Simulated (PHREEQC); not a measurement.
Make-up at 25 °C: 0.0066 mol K2HPO4, 0.026 mol KHCO3 and 0.0013 mol NH4HS per kg of water. Closed to the air; pH follows from the charge balance.

Model: ion-association model, phreeqc.dat, run in PHREEQC.

Precipitation was switched off in this run.

Task: What pH does the model give?

Result: pH 8.31.

Task: In which forms is C present?

Result: HCO3- 97 %, CO3-2 1.6 %, CO2 0.9 % of the C.

Species that the database lacks are ignored.
